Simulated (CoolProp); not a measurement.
R141b at 293.15 K and 5.27 MPa flows at 22 m/s in a round tube of 12.7 mm bore and 1.5 µm roughness, fully developed (64/Re and Nu = 3.66 if laminar; Colebrook and Gnielinski if turbulent). Each further row changes one setting.

Values from CoolProp's reference Helmholtz-energy equation of state, Lemmon 2006. It is a short technical equation, of lower accuracy than the large ones.

```
case              Reynolds number  Darcy friction factor  pressure drop (Pa/m)  heat-transfer coefficient (W/(m² K))  mass flow (kg/h)
----------------  ---------------  ---------------------  --------------------  ------------------------------------  ----------------
as stated                       ?                 0.0140                     ?                                     ?                 ?
velocity 44 m/s           1530000                      ?               1270000                                 49700                 ?
diameter 25.4 mm          1530000                 0.0123                147000                                     ?                 ?
```

**Question.** Some entries are withheld; supply them.

**Answer.** 
- as stated, Reynolds number: 766000
- as stated, pressure drop (Pa/m): 335000
- as stated, heat-transfer coefficient (W/(m² K)): 25800
- as stated, mass flow (kg/h): 12600
- velocity 44 m/s, Darcy friction factor: 0.0133
- velocity 44 m/s, mass flow (kg/h): 25200
- diameter 25.4 mm, heat-transfer coefficient (W/(m² K)): 23400
- diameter 25.4 mm, mass flow (kg/h): 50300

Viscosity comes from a separate model (Huber 2003), an estimate that may be off by 10 % or more. Thermal conductivity comes from a separate model (Huber 2003), an estimate that may be off by 10 % or more.
